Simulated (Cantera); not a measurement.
What does this Cantera script print?

```python
import numpy as np
import cantera as ct

gas_names = """
    C CH CH2 CH3 CH2OH CH3O CH4 CH3OH CO COS CO2 COOH CS CS2 C2 C2H CHCO,ketyl C2H2,acetylene
    C2H2,vinylidene CH2CO,ketene C2H3,vinyl CH3CO,acetyl C2H4 C2H4O,ethylen CH3CHO,ethanal CH3COOH
    (HCOOH)2 C2H5 C2H6 CH3OCH3 C2H5OH C2O C3 C3H3,propargyl C3H4,allene C3H4,propyne C3H4,cyclo-
    C3H5,allyl C3H6,propylene C3H6,cyclo- C3H6O C3H7,n-propyl C3H7,i-propyl C3H8 C3H8O,1propanol
    C3H8O,2propanol C3O2 C4 C4H2 C4H4,1,3-cyclo- C4H6,butadiene C4H6,2-butyne C4H6,cyclo- C4H8,1-butene
    C4H8,cis2-buten C4H8,tr2-butene C4H8,isobutene C4H8,cyclo- (CH3COOH)2 C4H9,n-butyl C4H9,i-butyl
    C4H9,s-butyl C4H9,t-butyl C4H10,isobutane C4H10,n-butane C5 C5H6,1,3cyclo- C5H8,cyclo-
    C5H10,1-pentene C5H10,cyclo- C5H11,pentyl C5H11,t-pentyl C5H12,n-pentane C5H12,i-pentane
    CH3C(CH3)2CH3 C6H2 C6H5,phenyl C6H5O,phenoxy C6H6 C6H5OH,phenol C6H10,cyclo- C6H12,1-hexene
    C6H12,cyclo- C6H13,n-hexyl C7H7,benzyl C7H8 C7H8O,cresol C7H14,1-heptene C7H15,n-heptyl
    C7H16,n-heptane C8H8,styrene C8H10,ethylbenz C8H16,1-octene C8H17,n-octyl C8H18,isooctane
    C8H18,n-octane C9H19,n-nonyl C10H8,naphthale C10H21,n-decyl C12H9,o-bipheny C12H10,bipheny H HCO HO2
    H2 HCHO,formaldehy HCOOH H2O H2O2 H2S H2SO4 O OH O2 O3 S SH SO SO2 SO3 S2 S2O S8
""".split()
cond_names = """
    C(gr) C6H6(L) C7H8(L) C8H18(L),n-octa H2O(s) H2O(L) H2SO4(L) S(cr1) S(cr2) S(L)
""".split()


def load(file, names, dense=False):
    # The tables refer to 1 bar. Condensed volumes are neglected.
    table = {s.name: s for s in ct.Species.list_from_file(file)}
    out = []
    for n in names:
        d = dict(table[n].input_data)
        d["thermo"] = dict(d["thermo"], **{"reference-pressure": 1e5})
        if dense:
            d["equation-of-state"] = {"model": "constant-volume", "density": "1e6 g/cm^3"}
        out.append(ct.Species.from_dict(d))
    return out


gas = ct.Solution(thermo="ideal-gas", species=load("nasa_gas.yaml", gas_names))
cond = {s.name: ct.Solution(thermo="fixed-stoichiometry", species=[s], name=s.name)
        for s in load("nasa_condensed.yaml", cond_names, dense=True)}
atoms = {
    'CS2': {'C': 1, 'S': 2},
    'O2': {'O': 2},
    'H2': {'H': 2},
}
top_T = {'C(gr)': 4500}  # K; cautious upper limits of use, not melting points


def equilibrate(T, P, feed):
    n = {}
    for name, mol in feed.items():
        for a, k in atoms[name].items():
            n[a] = n.get(a, 0.0) + k * mol
    gas.TPX = T, P, n
    mass = sum(n.values()) * gas.mean_molecular_weight
    gas.equilibrate("TP")
    valid = [c for c in cond.values() if c.min_temp <= T <= top_T.get(c.name, c.max_temp)]
    mix = ct.Mixture([(gas, mass / gas.mean_molecular_weight)] + [(c, 0.0) for c in valid])
    mix.T, mix.P = T, P
    mix.equilibrate("TP", solver="vcs", rtol=1e-11, max_steps=5000)
    return mix


results = []
feed = {'CS2': 1, 'O2': 0.055, 'H2': 2.5}  # mol
T = 1375  # K
for P in [10, 52, 280, 1400, 7600, 40000, 210000, 1100000, 5700000, 30000000]:
    mix = equilibrate(T, P, feed)
    results.append((T, P, feed, dict(zip(mix.species_names, mix.species_moles))))
    x = sorted(zip(gas.X, gas.species_names), reverse=True)
    print(f"T = {T:g} K  P = {P:g} Pa  gas = {mix.phase_moles(0):.4g} mol")
    print("   x: " + "  ".join(f"{s} {v:.3e}" for v, s in x if v > 1e-06))
    print("   condensed (mol): " + ("  ".join(f"{mix.phase(i).name} {mix.phase_moles(i):.4g}"
          for i in range(1, mix.n_phases) if mix.phase_moles(i) > 1e-12) or "none"))
```

Output:

```
T = 1375 K  P = 10 Pa  gas = 3.606 mol
   x: H2 6.828e-01  CS2 2.276e-01  S2 4.068e-02  CO 3.049e-02  H2S 9.685e-03  CS 6.762e-03  SH 1.571e-03  H 2.831e-04  S 1.688e-04  COS 1.409e-05  C2H2,acetylene 1.214e-06
   condensed (mol): C(gr) 0.0451
T = 1375 K  P = 52 Pa  gas = 3.577 mol
   x: H2 6.763e-01  CS2 2.260e-01  S2 4.040e-02  CO 3.072e-02  H2S 2.180e-02  CS 2.955e-03  SH 1.558e-03  H 1.236e-04  S 7.377e-05  COS 3.225e-05  C2H2,acetylene 1.203e-06  CH4 1.184e-06
   condensed (mol): C(gr) 0.07116
T = 1375 K  P = 280 Pa  gas = 3.527 mol
   x: H2 6.596e-01  CS2 2.187e-01  H2S 4.854e-02  S2 3.911e-02  CO 3.112e-02  SH 1.514e-03  CS 1.253e-03  COS 7.457e-05  H 5.259e-05  S 3.128e-05  CH4 6.062e-06  C2H2,acetylene 1.173e-06
   condensed (mol): C(gr) 0.1141
T = 1375 K  P = 1400 Pa  gas = 3.44 mol
   x: H2 6.266e-01  CS2 2.035e-01  H2S 9.946e-02  S2 3.639e-02  CO 3.182e-02  SH 1.424e-03  CS 5.405e-04  COS 1.645e-04  CH4 2.736e-05  H 2.292e-05  S 1.349e-05  H2O 1.284e-06  C2H2,acetylene 1.114e-06
   condensed (mol): C(gr) 0.1879
T = 1375 K  P = 7600 Pa  gas = 3.291 mol
   x: H2 5.651e-01  H2S 1.937e-01  CS2 1.749e-01  CO 3.305e-02  S2 3.126e-02  SH 1.253e-03  COS 3.689e-04  CS 2.150e-04  CH4 1.208e-04  H 9.344e-06  H2O 6.532e-06  S 5.367e-06  C2H2,acetylene 1.005e-06
   condensed (mol): C(gr) 0.3135
T = 1375 K  P = 40000 Pa  gas = 3.099 mol
   x: H2 4.771e-01  H2S 3.282e-01  CS2 1.338e-01  CO 3.469e-02  S2 2.391e-02  SH 1.007e-03  COS 7.769e-04  CH4 4.532e-04  CS 8.196e-05  H2O 3.046e-05  H 3.742e-06  S 2.046e-06  CO2 1.071e-06
   condensed (mol): C(gr) 0.4739
T = 1375 K  P = 210000 Pa  gas = 2.906 mol
   x: H2S 4.800e-01  H2 3.769e-01  CS2 8.738e-02  CO 3.621e-02  S2 1.562e-02  COS 1.502e-03  CH4 1.484e-03  SH 7.234e-04  H2O 1.319e-04  CS 2.891e-05  CO2 6.128e-06  H 1.452e-06
   condensed (mol): C(gr) 0.6321
T = 1375 K  P = 1.1e+06 Pa  gas = 2.75 mol
   x: H2S 6.132e-01  H2 2.863e-01  CS2 4.715e-02  CO 3.684e-02  S2 8.430e-03  CH4 4.488e-03  COS 2.569e-03  H2O 5.338e-04  SH 4.632e-04  CO2 3.322e-05  CS 9.280e-06  C2H4 1.789e-06
   condensed (mol): C(gr) 0.7495
T = 1375 K  P = 5.7e+06 Pa  gas = 2.636 mol
   x: H2S 7.046e-01  H2 2.154e-01  CO 3.560e-02  CS2 2.124e-02  CH4 1.316e-02  S2 3.797e-03  COS 3.793e-03  H2O 2.011e-03  SH 2.696e-04  CO2 1.608e-04  C2H4 5.246e-06  CS 2.736e-06  C2H6 1.592e-06
   condensed (mol): C(gr) 0.805
T = 1375 K  P = 3e+07 Pa  gas = 2.535 mol
   x: H2S 7.611e-01  H2 1.507e-01  CH4 3.392e-02  CO 3.070e-02  CS2 9.612e-03  H2O 6.387e-03  COS 5.048e-03  S2 1.718e-03  CO2 6.292e-04  SH 1.517e-04  C2H6 1.512e-05  C2H4 1.352e-05
   condensed (mol): C(gr) 0.7973
```

Method: chemical equilibrium by Gibbs-energy minimisation in Cantera with the NASA 1993 tables (ideal gas, pure condensed phases). The ideal-gas law is rough above about 30 bar.
